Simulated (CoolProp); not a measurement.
CH3F (R41) along the isobar 19.2 MPa: fugacity coefficient from the reference equation and from simpler models built on Tc = 317.3 K, pc = 5.906 MPa, ω = 0.200; each cubic takes its own stable root.

Values from CoolProp's reference Helmholtz-energy equation of state, Lemmon 2006. It is a short technical equation, of lower accuracy than the large ones.

```json
[
 {"T (K)": "253.6", "phase": "liquid", "reference": "0.07362", "van der Waals": "0.1799", "Redlich-Kwong": "0.1033", "Peng-Robinson": "0.07986"},
 {"T (K)": "258.3", "phase": "liquid", "reference": "0.08333", "van der Waals": "0.1915", "Redlich-Kwong": "0.1151", "Peng-Robinson": "0.09051"},
 {"T (K)": "262.9", "phase": "liquid", "reference": "0.09354", "van der Waals": "0.2030", "Redlich-Kwong": "…", "Peng-Robinson": "0.1017"},
 {"T (K)": "267.6", "phase": "liquid", "reference": "0.1047", "van der Waals": "0.2150", "Redlich-Kwong": "0.1404", "Peng-Robinson": "0.1140"},
 {"T (K)": "272.3", "phase": "liquid", "reference": "0.1166", "van der Waals": "0.2271", "Redlich-Kwong": "0.1541", "Peng-Robinson": "0.1270"},
 {"T (K)": "277", "phase": "liquid", "reference": "0.1291", "van der Waals": "0.2395", "Redlich-Kwong": "0.1683", "Peng-Robinson": "…"},
 {"T (K)": "281.7", "phase": "liquid", "reference": "0.1424", "van der Waals": "0.2520", "Redlich-Kwong": "0.1830", "Peng-Robinson": "0.1552"},
 {"T (K)": "286.4", "phase": "liquid", "reference": "0.1563", "van der Waals": "0.2647", "Redlich-Kwong": "0.1982", "Peng-Robinson": "0.1704"},
 {"T (K)": "291.1", "phase": "liquid", "reference": "0.1708", "van der Waals": "0.2775", "Redlich-Kwong": "…", "Peng-Robinson": "0.1863"},
 {"T (K)": "295.7", "phase": "liquid", "reference": "0.1857", "van der Waals": "0.2901", "Redlich-Kwong": "0.2294", "Peng-Robinson": "0.2024"},
 {"T (K)": "300.4", "phase": "liquid", "reference": "0.2014", "van der Waals": "0.3031", "Redlich-Kwong": "0.2457", "Peng-Robinson": "0.2194"},
 {"T (K)": "305.1", "phase": "liquid", "reference": "0.2176", "van der Waals": "0.3162", "Redlich-Kwong": "0.2623", "Peng-Robinson": "0.2369"},
 {"T (K)": "309.8", "phase": "liquid", "reference": "0.2343", "van der Waals": "0.3293", "Redlich-Kwong": "0.2792", "Peng-Robinson": "…"},
 {"T (K)": "314.5", "phase": "liquid", "reference": "0.2514", "van der Waals": "0.3424", "Redlich-Kwong": "0.2962", "Peng-Robinson": "0.2732"},
 {"T (K)": "319.2", "phase": "supercritical", "reference": "0.2689", "van der Waals": "0.3556", "Redlich-Kwong": "0.3134", "Peng-Robinson": "0.2919"},
 {"T (K)": "323.9", "phase": "supercritical", "reference": "0.2867", "van der Waals": "0.3688", "Redlich-Kwong": "0.3307", "Peng-Robinson": "0.3108"}
]
```

### Question
What belongs in the gaps?

### Answer

- 262.9, Redlich-Kwong: 0.1273
- 277, Peng-Robinson: 0.1407
- 291.1, Redlich-Kwong: 0.2138
- 309.8, Peng-Robinson: 0.2549
